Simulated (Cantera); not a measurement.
Input: 1 mol Si, 0.28 mol H₂O, 0.67 mol N₂, at 1675 K and 0.0120 bar.

Cantera equilibrium calculation (NASA polynomials, part measured and part estimated; ideal gas, pure solids and liquids). Candidate condensed phases: H₂O, Si, SiO₂, Si₂N₂O, Si₃N₄; 35 gas species. Mutual solubility and eutectic melting of coexisting phases are not modelled. Kinetics and transport are ignored.

Task: What is the equilibrium state?

Result: 
| Property | Result |
|---|---|
| x(H₂) | 0.740 |
| x(N₂) | 0.257 |
| x(SiO) | 0.00223 |
| x(H) | 0.000912 |
| x(Si) | 1.74e-5 |
| x(SiH₂) | 4.00e-6 |
| x(SiH) | 2.75e-6 |
| n(Si₂N₂O(s)) | 0.279 mol |
| n(Si₃N₄(s)) | 0.147 mol |
| gas amount | 0.3780 mol |
| log10 activity of Si(s) (absent) | -0.32 |
